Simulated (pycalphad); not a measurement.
Computed with pycalphad from the COST 507 light-alloy database (1999), at 1 atm. The data set is of 1999 and partly superseded. Phase fractions are per mole of atoms.

### Question
Compare equilibrium and Scheil-Gulliver solidification of Hf-6.1C (at.%).

### Answer
Both start at the liquidus, 2388 °C. In full equilibrium the last liquid goes at 2274 °C (range 114 K), and at 2202 °C the alloy holds HCP_A3. With no diffusion in the solid (Scheil-Gulliver, steps of 4 K) the liquid lasts to an invariant point at 2206 °C (range 182 K), where the last 0.16 of it freezes; the solid then holds HCP_A3 0.89, BCC_A2 0.10, FCC_A1 under 0.01.

```json
[
 {"last step ahead of the change, T (°C)": "2388", "liquid left there": "1.00", "liquid composition there (at.%)": "6.1 C", "solids forming below it": "FCC_A1"},
 {"last step ahead of the change, T (°C)": "2377", "liquid left there": "1.00", "liquid composition there (at.%)": "6.0 C", "solids forming below it": "HCP_A3"},
 {"last step ahead of the change, T (°C)": "2206", "liquid left there": "0.16", "liquid composition there (at.%)": "1.4 C", "solids forming below it": "BCC_A2 + HCP_A3"}
]
```
Solids once formed stay as they are in this model, so peritectic reactions do not proceed; the changes are located to one step.

FCC_A1 is fcc; BCC_A2 is bcc; HCP_A3 is hcp. The fcc model also describes the rock-salt carbide or nitride (TiC, TiN, HfC).
